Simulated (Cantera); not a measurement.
A closed system holds: 1 mol SiCl4, 3.4 mol O3, held at 1023 K and 3.70 mbar.

Cantera equilibrium calculation (NASA polynomials, part measured and part estimated; ideal gas, pure solids and liquids). Candidate condensed phases: Si, SiO2; 15 gas species. The numbers say what is thermodynamically allowed, not how fast it happens.

Base state: O2 0.670, Cl2 0.324, Cl 0.00509, ClO 1.48e-5 (mole fractions); condensed: SiO2(β-quartz).

Task: What changes in the equilibrium state with this change: temperature from 1023 K to 850 K?

Result: 
```tsv
species	before	after
O2	0.670	0.672
Cl2	0.324	0.328
Cl	0.00509	0.000263
ClO	1.48e-5	1.31e-6
SiO2(β-quartz), mol	1.00	1.00
```

Task: What changes in the equilibrium state with this change: SiCl4 replaced by SiH4?

Result: 
| species | before | after |
|---|---|---|
| O2 | 0.670 | 0.608 |
| H2O | 0 | 0.392 |
| Cl2 | 0.324 | 0 |
| Cl | 0.00509 | 0 |
| ClO | 1.48e-5 | 0 |
| SiO2(β-quartz), mol | 1.00 | 1.00 |
Further candidate phases: H2O.
